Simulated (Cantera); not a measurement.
Feed: 1 mol Si₂Cl₆, 3.6 mol HCl, 74 mol N₂, held at 75.0 mbar.

These are equilibrium values from Cantera (NASA tables, ideal gas, pure condensed phases), not measurements of a reactor. Candidate condensed phases: NH₄Cl, Si, Si₃N₄; 28 gas species. The feed counts by its element totals alone. The tables' values for SiCl₃ are old estimates; treat these amounts as uncertain. Equilibrium is a limit: real reactors are often held back by kinetics, nucleation or transport. All values below are at 1227 °C.

Base state: N₂ 0.931, HCl 0.0417, SiCl₄ 0.0116, SiCl₂ 0.00806, SiCl₃ 0.00543, H₂ 0.00178, SiHCl₃ 5.14e-5, Cl 5.12e-5 (mole fractions); condensed: gas only.

Problem. What changes in the equilibrium state with this change: HCl from 3.6 to 1.7 mol?

Solution. 
```tsv
species	before	after
N₂	0.931	0.953
HCl	0.0417	0.0207
SiCl₄	0.0116	0.0106
SiCl₂	0.00806	0.00949
H₂	0.00178	0.000568
SiHCl₃	5.14e-5	3.01e-5
Cl	5.12e-5	4.51e-5
SiCl₃	0.00543	0.00563
```
